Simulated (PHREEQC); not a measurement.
Consider water at 20 °C with 0.0084 mol Cu(NO3)2 and 0.00019 mol HNO3 per kg of water. Closed to the air; pH follows from the charge balance.

Model: ion-association model, phreeqc.dat, run in PHREEQC.

No solid was allowed to form.

Estimate the pH, specific conductance.

pH 3.77; specific conductance 1690 µS/cm.
